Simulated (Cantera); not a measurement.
An isothermal, constant-pressure homogeneous reactor starts with NO : N₂ = 0.14 : 0.47 (molar parts), at 2025 K and 0.0133 bar.

Model: GRI-Mech 3.0 (53 species, 325 reactions), integrated in Cantera. Radical loss at walls, strong at low pressure, is not modelled.

Problem. Predict: x(NO) at 10.0 s; x(O₂) at 10.0 s; x(O) at 10.0 s; x(N₂O) at 10.0 s; x(N₂) at 10.0 s; x(NO₂) at 10.0 s.

Solution. x(NO) at 10.0 s: 0.132 (gas-phase equilibrium 0.00631)
x(O₂) at 10.0 s: 0.0481 (gas-phase equilibrium 0.110)
x(O) at 10.0 s: 0.00161 (gas-phase equilibrium 0.00234)
x(N₂O) at 10.0 s: 5.14e-6 (gas-phase equilibrium 4.32e-8)
x(N₂) at 10.0 s: 0.819 (gas-phase equilibrium 0.881)
x(NO₂) at 10.0 s: 1.18e-5 (gas-phase equilibrium 8.72e-7)
